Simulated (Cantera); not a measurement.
Input (Python, Cantera):

```python
import numpy as np
import cantera as ct

gas = ct.Solution("gri30.yaml")
gas.TPX = 1400, 2666, {'N2O': 0.47, 'H2': 0.045, 'N2': 5.3}
reactor = ct.IdealGasConstPressureReactor(gas, energy="off", clone=False)
net = ct.ReactorNet([reactor])
net.rtol, net.atol = 1e-08, 1e-18
show = ['N2O', 'H2', 'H2O', 'OH', 'O']
times = np.geomspace(1e-06, 2, 13)

steps = ct.SolutionArray(gas, extra=["t"])
rows = []
print(f"{'t/s':>10s}{'T/K':>9s}{'P/Pa':>11s}" + "".join(f"{s:>11s}" for s in show))
for t in times:
    while net.time < t:
        t_next = net.step()
        steps.append(gas.state, t=t_next)
    rows.append([np.interp(t, steps.t, y) for y in (steps.T, steps.P, *steps(*show).X.T)])
    print(f"{t:10.3e}{rows[-1][0]:9.1f}{rows[-1][1]:11.4g}" + "".join(f"{x:11.3e}" for x in rows[-1][2:]))
rate = np.gradient(steps.T, steps.t)
print("integrator steps:", len(steps.t))
if steps.T.max() > steps.T[0] + 200:
    print(f"time of steepest temperature rise: {steps.t[rate.argmax()]:.4e} s")
gas.TPX = 1400, 2666, {'N2O': 0.47, 'H2': 0.045, 'N2': 5.3}
gas.equilibrate("TP")
print(f"equilibrium (TP): T = {gas.T:.1f} K  " + "  ".join(f"{s} {gas[s].X[0]:.3e}" for s in show))
```

It prints:

```
       t/s      T/K       P/Pa        N2O         H2        H2O         OH          O
 1.000e-06   1400.0       2666  8.083e-02  7.739e-03  4.270e-14  1.966e-11  1.706e-08
 3.350e-06   1400.0       2666  8.083e-02  7.739e-03  1.547e-12  2.175e-10  5.695e-08
 1.122e-05   1400.0       2666  8.083e-02  7.739e-03  5.794e-11  2.433e-09  1.886e-07
 3.761e-05   1400.0       2666  8.082e-02  7.739e-03  2.144e-09  2.690e-08  6.083e-07
 1.260e-04   1400.0       2666  8.082e-02  7.738e-03  7.695e-08  2.850e-07  1.800e-06
 4.221e-04   1400.0       2666  8.081e-02  7.734e-03  2.446e-06  2.539e-06  4.142e-06
 1.414e-03   1400.0       2666  8.074e-02  7.670e-03  5.424e-05  1.436e-05  5.735e-06
 4.738e-03   1400.0       2666  8.002e-02  7.020e-03  6.683e-04  4.395e-05  6.474e-06
 1.587e-02   1400.0       2666  7.622e-02  3.577e-03  4.078e-03  9.295e-05  1.225e-05
 5.318e-02   1400.0       2666  7.156e-02  2.256e-04  7.468e-03  6.913e-05  1.991e-05
 1.782e-01   1400.0       2666  6.740e-02  1.635e-06  7.688e-03  5.402e-05  2.052e-05
 5.970e-01   1400.0       2666  5.583e-02  1.167e-06  7.645e-03  5.544e-05  2.000e-05
 2.000e+00   1400.0       2666  2.994e-02  1.367e-06  7.548e-03  5.486e-05  1.870e-05
integrator steps: 1180
equilibrium (TP): T = 1400.0 K  N2O 3.748e-09  H2 1.109e-07  H2O 7.459e-03  OH 1.334e-05  O 1.093e-06
```

Model: GRI-Mech 3.0 (53 species, 325 reactions), integrated in Cantera. GRI-Mech 3.0 was tuned for natural gas; its chemistry of N2O as a main component is partial and can be far from experiment. Radical loss at walls, strong at low pressure, is not modelled.
